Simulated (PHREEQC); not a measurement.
Consider water at 60 °C with 7.5e-05 mol/kgw PbCl2, 0.21 mol/kgw KBr and 0.00074 mol/kgw Cu(NO3)2. Closed to the air; pH follows from the charge balance.

Computed with PHREEQC (ion-association model, wateq4f.dat).

Precipitation was switched off in this run.

What pH, activity of water does the model give?

pH 5.18; activity of water 0.993.

In which forms is Pb present?

PbBr+ 83 %, Pb+2 14 %, PbBr2 2.5 % of the Pb.

The solution is supersaturated, for example in Tenorite (slow to form), so a real one may precipitate; this is no full list. Complexes and solids missing from the database can't appear. At this temperature some constants are extrapolated from 25 °C, and those without enthalpy data are left unchanged.
